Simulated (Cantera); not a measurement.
**Hydrocarbon pyrolysis for carbon deposition**

An isothermal, constant-pressure homogeneous reactor starts with 2.86 % C₂H₄, 97.1 % H₂, at 1073 K and 21.8 Torr.

Detailed kinetics in Cantera: GRI-Mech 3.0 (53 species, 325 reactions). GRI-Mech 3.0 was tuned for natural gas; its chemistry of ethylene as a main component is partial and can be far from experiment. GRI-Mech 3.0 stops at C3 and has no aromatics, soot or wall deposition, so with more carbon than oxygen in the feed, carbon stays in small species such as C2H2 where larger ones or solid carbon would form. Radical loss at walls, strong at low pressure, is not modelled.

```csv
t (s),x C₂H₄,x H₂,x CH₃,x CH₂,x C₂H₆
0.000200,0.0286,0.971,<1e-12,<1e-12,<1e-12
0.000719,0.0286,0.971,<1e-12,<1e-12,<1e-12
0.00258,0.0286,0.971,<1e-12,<1e-12,2.36e-12
0.00928,0.0286,0.971,<1e-12,<1e-12,2.45e-11
0.0334,0.0286,0.971,<1e-12,<1e-12,2.93e-10
0.120,0.0286,0.971,<1e-12,<1e-12,3.70e-9
0.431,0.0286,0.971,<1e-12,<1e-12,4.89e-8
1.55,0.0286,0.971,2.01e-12,<1e-12,9.48e-7
5.57,0.0282,0.971,7.44e-9,<1e-12,0.000235
20.0,0.0243,0.970,1.03e-7,<1e-12,0.000536
```
x: mole fraction; the columns are a selection and need not sum to one.

Equilibrium at this temperature and pressure: C₂H₄ 5.18e-5, H₂ 0.941, CH₃ 9.04e-8, CH₂ <1e-12, C₂H₆ 1.18e-6 (gas phase only).
